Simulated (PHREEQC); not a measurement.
# Metal-bearing waste water: speciation

Dissolve 7.5 mmol/kgw CuSO4, 37 mmol/kgw ZnCl2, 3.1 mmol/kgw H2SO4 and 0.13 mmol/kgw Na2SO4 at 20 °C. Closed to the air; pH follows from the charge balance.

The numbers come from PHREEQC with the ion-association model, phreeqc.dat.

Precipitation was switched off in this run.

### Question
Estimate the pH, density, specific conductance.

### Answer
pH 2.36; density 1.004 g/cm³; specific conductance 8290 µS/cm.

### Question
In which forms is Zn present?

### Answer
Zn+2 84 %, ZnSO4 11 %, ZnCl+ 4.6 % of the Zn.
